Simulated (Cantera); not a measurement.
## Equilibrium for carbon deposition, reforming and gasification: CO + O₂

Charge: 1 mol CO, a varied amount of O₂, equilibrated at 2650 °C and 0.0340 bar.

Method: chemical equilibrium by Gibbs-energy minimisation in Cantera with the NASA 1993 tables (ideal gas, pure condensed phases). Candidate condensed phases: C; 12 gas species. Kinetics and transport are ignored.

```
n(O₂) (mol)   x CO      x O₂      x O   x CO₂      x O₃       x C
-----------  -----  --------  -------  ------  --------  --------
0.0096       0.981  0.000241  0.00727  0.0113    <1e-12   2.82e-9
0.022        0.958   0.00120   0.0162  0.0246  8.48e-12   1.23e-9
0.052        0.906   0.00593   0.0361  0.0517  9.30e-11  5.26e-10
0.12         0.808    0.0246   0.0734  0.0939  7.85e-10  2.30e-10
0.28         0.645    0.0829    0.135   0.138   4.86e-9  1.00e-10
0.66         0.436     0.205    0.212   0.146   1.89e-8  4.30e-11
1.5          0.254     0.355    0.279   0.112   4.30e-8  1.91e-11
```
x: gas mole fraction; nothing condenses.

From 0.0096 mol O₂ to 1.5 mol O₂ nothing is condensed. The main C-bearing gas is CO throughout.
